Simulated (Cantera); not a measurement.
An isothermal, constant-pressure homogeneous reactor starts with CO : O2 : H2O : N2 = 0.0072 : 0.031 : 0.0083 : 1 (molar parts), equivalence ratio 0.12, at 1050 K and 1000000 Pa.

Detailed kinetics in Cantera: GRI-Mech 3.0 (53 species, 325 reactions).

x: mole fraction; the columns are a selection and need not sum to one.

```csv
t (s),x CO,x O2,x H2O,x HO2,x OH,x H2O2,x NO2
8.00e-6,0.00688,0.0296,0.00793,<1e-12,1.28e-12,<1e-12,<1e-12
3.47e-5,0.00688,0.0296,0.00793,2.31e-11,9.23e-12,<1e-12,<1e-12
0.000150,0.00688,0.0296,0.00793,4.42e-10,3.58e-11,<1e-12,<1e-12
0.000652,0.00688,0.0296,0.00793,4.36e-9,9.28e-11,1.22e-12,<1e-12
0.00283,0.00688,0.0296,0.00793,2.97e-8,3.52e-10,6.13e-11,<1e-12
0.0123,0.00687,0.0296,0.00793,4.17e-7,4.65e-9,1.31e-8,<1e-12
0.0532,0.00654,0.0295,0.00793,2.47e-6,4.04e-8,5.30e-7,2.54e-12
0.231,___,0.0287,0.00793,___,3.87e-8,___,7.70e-11
1.00,___,0.0272,0.00795,___,___,___,7.28e-10
```

Problem. Complete the blanks.

Solution. 
- 0.231, x CO: 0.00493
- 0.231, x HO2: 2.20e-6
- 0.231, x H2O2: 4.22e-7
- 1.00, x CO: 0.00184
- 1.00, x HO2: 1.29e-6
- 1.00, x OH: 2.88e-8
- 1.00, x H2O2: 1.46e-7
